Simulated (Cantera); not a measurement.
A closed system holds: 1 mol PbO, 0.31 mol CH4, 7.1 mol H2, equilibrated at 1598 K.

Equilibrium computed with Cantera from the NASA thermochemical tables; the gas is ideal and each condensed phase is pure. Candidate condensed phases: C, C6H6, C7H8, C8H18, H2O, Pb, PbO, PbO2, Pb3O4; 113 gas species. Rates play no part.

Problem. What share of the Pb ends up in condensed phases as a function of P (Pa), at 10, 42, 180, 750, 3200, 13000, 56000, 240000, 1000000?

Solution. 
```tsv
P (Pa)	Pb condensed (%)	as
10	0.0	-
42	0.0	-
180	0.0	-
750	0.0	-
3200	0.0	-
13000	0.0	-
56000	4.3	Pb(l)
240000	79.5	Pb(l)
1000000	95.2	Pb(l)
```
